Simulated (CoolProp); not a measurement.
Properties of neopentane at several states.

Model: reference Helmholtz-energy equation of state, Lemmon 2006, in CoolProp. It is a short technical equation, of lower accuracy than the large ones.

```
T (K)  p (bar)          phase  density (kg/m³)  isothermal compressibility (1/MPa)
-----  -------  -------------  ---------------  ----------------------------------
275       76.3         liquid       (withheld)                          (withheld)
438.9     1.28            gas            2.564                               7.917
536.4    0.449            gas           0.7281                               22.32
499.2      174  supercritical       (withheld)                             0.01579
377.3    0.501            gas            1.162                               20.13
322.6     15.2         liquid       (withheld)                          (withheld)
```

Question: Fill in the missing entries.

Answer: 
- 275, density (kg/m³): 619.2
- 275, isothermal compressibility (1/MPa): 0.001979
- 499.2, density (kg/m³): 406.0
- 322.6, density (kg/m³): 558.9
- 322.6, isothermal compressibility (1/MPa): 0.004296
